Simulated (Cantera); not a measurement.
An isothermal, constant-pressure homogeneous reactor starts with H₂ : O₂ : H₂O = 0.31 : 1 : 0.032 (molar parts), equivalence ratio 0.15, at 1175 K and 0.0350 bar.

Computed with Cantera and GRI-Mech 3.0 (53 species, 325 reactions). Radical loss at walls, strong at low pressure, is not modelled. The temperature is held fixed by assumption; the heat of reaction is taken as removed at once.

x: mole fraction; the columns are a selection and need not sum to one.

```json
[
 {"t (s)": "1.00e-6", "x H₂": "0.231", "x O₂": "0.745", "x HO₂": "2.56e-10", "x H₂O": "0.0238", "x O": "5.22e-12", "x OH": "5.21e-12", "x H₂O₂": "<1e-12"},
 {"t (s)": "8.36e-6", "x H₂": "0.231", "x O₂": "0.745", "x HO₂": "2.15e-9", "x H₂O": "0.0238", "x O": "3.10e-10", "x OH": "2.53e-10", "x H₂O₂": "<1e-12"},
 {"t (s)": "6.99e-5", "x H₂": "0.231", "x O₂": "0.745", "x HO₂": "1.84e-8", "x H₂O": "0.0238", "x O": "2.22e-8", "x OH": "1.29e-8", "x H₂O₂": "2.49e-11"},
 {"t (s)": "0.000585", "x H₂": "0.0390", "x O₂": "0.646", "x HO₂": "2.55e-5", "x H₂O": "0.170", "x O": "0.0496", "x OH": "0.0133", "x H₂O₂": "1.49e-6"},
 {"t (s)": "0.00489", "x H₂": "___", "x O₂": "0.706", "x HO₂": "___", "x H₂O": "0.283", "x O": "___", "x OH": "___", "x H₂O₂": "___"},
 {"t (s)": "0.0409", "x H₂": "1.40e-5", "x O₂": "0.712", "x HO₂": "1.11e-6", "x H₂O": "0.288", "x O": "5.84e-5", "x OH": "0.000336", "x H₂O₂": "1.91e-7"},
 {"t (s)": "0.342", "x H₂": "6.38e-7", "x O₂": "0.712", "x HO₂": "7.11e-8", "x H₂O": "0.288", "x O": "3.00e-6", "x OH": "7.62e-5", "x H₂O₂": "2.38e-8"},
 {"t (s)": "2.86", "x H₂": "___", "x O₂": "0.712", "x HO₂": "___", "x H₂O": "0.288", "x O": "___", "x OH": "___", "x H₂O₂": "___"},
 {"t (s)": "23.9", "x H₂": "1.41e-8", "x O₂": "0.712", "x HO₂": "1.83e-8", "x H₂O": "0.288", "x O": "6.82e-8", "x OH": "1.15e-5", "x H₂O₂": "8.88e-10"},
 {"t (s)": "200", "x H₂": "1.37e-8", "x O₂": "0.712", "x HO₂": "1.85e-8", "x H₂O": "0.288", "x O": "6.63e-8", "x OH": "1.13e-5", "x H₂O₂": "8.67e-10"}
]
```

Q: Fill in the missing entries.

A: 
- 0.00489, x H₂: 0.00123
- 0.00489, x HO₂: 2.15e-5
- 0.00489, x O: 0.00474
- 0.00489, x OH: 0.00304
- 0.00489, x H₂O₂: 1.34e-6
- 2.86, x H₂: 5.71e-8
- 2.86, x HO₂: 1.52e-8
- 2.86, x O: 2.80e-7
- 2.86, x OH: 2.32e-5
- 2.86, x H₂O₂: 3.10e-9
